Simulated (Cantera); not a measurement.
Feed: 1 mol SiCl4, 0.21 mol H2O, 1.8 mol H2, held at 1330 Pa.

Method: chemical equilibrium by Gibbs-energy minimisation in Cantera with the NASA 1993 tables (ideal gas, pure condensed phases). Candidate condensed phases: H2O, Si, SiO2; 30 gas species. The tables' values for SiCl3 are old estimates; treat these amounts as uncertain. The tables hold silica as quartz up to 1696 K and as liquid above; real silica turns to tridymite and cristobalite and melts near 1996 K. Rates play no part.

x: gas mole fraction; n: condensed amount in mol.

```csv
T (°C),x H2,x SiCl4,x HCl,x SiCl3,x SiHCl3,x SiCl2,n SiO2(α-quartz),n SiO2(β-quartz)
425,0.578,0.287,0.135,1.81e-7,0.000242,3.84e-11,0.105,0
475,0.577,0.287,0.135,1.38e-6,…,…,0.105,0
525,0.577,0.286,0.136,8.12e-6,0.00107,2.60e-8,0.105,0
575,0.576,0.285,0.137,3.84e-5,0.00195,3.73e-7,0,0.105
625,0.574,0.284,0.138,0.000151,…,…,0,0.105
675,0.572,0.282,0.141,0.000508,0.00516,3.10e-5,0,0.105
725,0.569,0.278,0.144,0.00148,0.00759,0.000193,0,0.105
775,0.563,0.271,0.151,0.00375,0.0104,0.000951,0,0.105
825,0.553,0.260,0.162,0.00822,0.0129,0.00365,0,0.105
875,0.535,0.242,0.183,0.0153,0.0142,0.0106,0,0.105
```

Problem. Fill in the missing entries.

Solution. 
- 475, x SiHCl3: 0.000537
- 475, x SiCl2: 1.25e-9
- 625, x SiHCl3: 0.00328
- 625, x SiCl2: 3.89e-6
